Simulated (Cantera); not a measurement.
Charge: 1 mol Si₂Cl₆, 1.3 mol HCl, 21 mol H₂, equilibrated at 10.0 mbar.

Cantera equilibrium calculation (NASA polynomials, part measured and part estimated; ideal gas, pure solids and liquids). Candidate condensed phases: Si; 19 gas species. The feed counts by its element totals alone. The tables' values for SiCl₃, SiCl are old estimates; treat these amounts as uncertain. Gases not in the tables: Si₂H₆ and higher silanes. Kinetics and transport are ignored.

x: gas mole fraction; n: condensed amount in mol.

| T (K) | x H₂ | x HCl | x SiCl₂ | x SiCl₃ | x SiCl₄ | n Si(s) | n Si(l) |
|---|---|---|---|---|---|---|---|
| 1375 | 0.794 | 0.133 | 0.0640 | 0.00573 | … | 0.163 | 0 |
| 1400 | 0.793 | 0.134 | 0.0665 | 0.00496 | … | 0.143 | 0 |
| 1425 | 0.792 | 0.134 | 0.0685 | 0.00428 | … | 0.126 | 0 |
| 1450 | 0.791 | 0.134 | 0.0701 | 0.00368 | … | 0.110 | 0 |
| 1475 | 0.790 | 0.134 | 0.0715 | 0.00316 | … | 0.0961 | 0 |
| 1500 | 0.790 | 0.134 | 0.0726 | 0.00272 | … | 0.0831 | 0 |
| 1525 | 0.790 | 0.133 | 0.0736 | 0.00235 | … | 0.0710 | 0 |
| 1550 | 0.790 | 0.133 | 0.0744 | 0.00203 | … | 0.0596 | 0 |
| 1575 | 0.790 | 0.132 | 0.0752 | 0.00176 | … | 0.0488 | 0 |
| 1600 | 0.790 | 0.132 | 0.0758 | 0.00153 | … | 0.0386 | 0 |
| 1625 | 0.790 | 0.131 | 0.0764 | 0.00134 | … | 0.0287 | 0 |
| 1650 | 0.790 | 0.131 | 0.0769 | 0.00118 | … | 0.0191 | 0 |
| 1675 | 0.790 | 0.130 | 0.0774 | 0.00103 | … | 0.00965 | 0 |
| 1700 | 0.789 | 0.131 | 0.0773 | 0.000914 | … | 0 | 0.0122 |

Task: Some entries are withheld; supply them.

Result: 
- 1375, x SiCl₄: 0.00236
- 1400, x SiCl₄: 0.00157
- 1425, x SiCl₄: 0.00105
- 1450, x SiCl₄: 0.000704
- 1475, x SiCl₄: 0.000475
- 1500, x SiCl₄: 0.000324
- 1525, x SiCl₄: 0.000222
- 1550, x SiCl₄: 0.000154
- 1575, x SiCl₄: 0.000108
- 1600, x SiCl₄: 7.65e-5
- 1625, x SiCl₄: 5.47e-5
- 1650, x SiCl₄: 3.95e-5
- 1675, x SiCl₄: 2.87e-5
- 1700, x SiCl₄: 2.13e-5
